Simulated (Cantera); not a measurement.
**Fluorocarbon and chlorocarbon gases: C₂F₆**

A closed system holds: 1 mol C₂F₆, at 19.0 Pa.

These are equilibrium values from Cantera (NASA tables, ideal gas, pure condensed phases), not measurements of a reactor. Candidate condensed phases: C; 13 gas species. The feed counts by its element totals alone. Gases not in the tables: C₂F₆ and larger saturated fluorocarbons. Rates play no part.

```json
[
 {"T (K)": "2073", "x F": "0.634", "x CF₂": "0.312", "x CF": "0.00416", "x CF₄": "0.0463", "x C₃": "8.26e-7", "n C(graphite)": "0.494"},
 {"T (K)": "2123", "x F": "0.727", "x CF₂": "0.251", "x CF": "0.00597", "x CF₄": "0.0142", "x C₃": "2.52e-6", "n C(graphite)": "0.737"},
 {"T (K)": "2173", "x F": "0.798", "x CF₂": "0.189", "x CF": "0.00810", "x CF₄": "0.00393", "x C₃": "7.31e-6", "n C(graphite)": "0.992"},
 {"T (K)": "2223", "x F": "0.851", "x CF₂": "0.137", "x CF": "0.0106", "x CF₄": "0.00105", "x C₃": "2.02e-5", "n C(graphite)": "1.21"},
 {"T (K)": "2273", "x F": "0.889", "x CF₂": "0.0973", "x CF": "0.0134", "x CF₄": "0.000276", "x C₃": "5.31e-5", "n C(graphite)": "1.39"},
 {"T (K)": "2323", "x F": "0.915", "x CF₂": "0.0683", "x CF": "0.0166", "x CF₄": "7.29e-5", "x C₃": "0.000134", "n C(graphite)": "1.52"},
 {"T (K)": "2373", "x F": "0.932", "x CF₂": "0.0477", "x CF": "0.0201", "x CF₄": "1.96e-5", "x C₃": "0.000325", "n C(graphite)": "1.60"},
 {"T (K)": "2423", "x F": "0.941", "x CF₂": "0.0334", "x CF": "0.0241", "x CF₄": "5.43e-6", "x C₃": "0.000759", "n C(graphite)": "1.65"},
 {"T (K)": "2473", "x F": "0.946", "x CF₂": "0.0234", "x CF": "0.0284", "x CF₄": "1.55e-6", "x C₃": "0.00171", "n C(graphite)": "1.66"},
 {"T (K)": "2523", "x F": "0.945", "x CF₂": "0.0165", "x CF": "0.0331", "x CF₄": "4.54e-7", "x C₃": "0.00373", "n C(graphite)": "1.63"},
 {"T (K)": "2573", "x F": "0.939", "x CF₂": "0.0116", "x CF": "0.0381", "x CF₄": "1.37e-7", "x C₃": "0.00788", "n C(graphite)": "1.54"},
 {"T (K)": "2623", "x F": "0.926", "x CF₂": "0.00815", "x CF": "0.0433", "x CF₄": "4.17e-8", "x C₃": "0.0162", "n C(graphite)": "1.34"},
 {"T (K)": "2673", "x F": "0.902", "x CF₂": "0.00566", "x CF": "0.0484", "x CF₄": "1.26e-8", "x C₃": "0.0322", "n C(graphite)": "0.964"}
]
```
x: gas mole fraction; n: condensed amount in mol.

From 2073 K to 2673 K the condensed part is C(graphite). The main C-bearing gas is CF₂ at 2073 K and C₃ at 2673 K. The share of C in condensed phases is highest at 2473 K (83.0 %) and lowest at 2073 K (24.7 %).
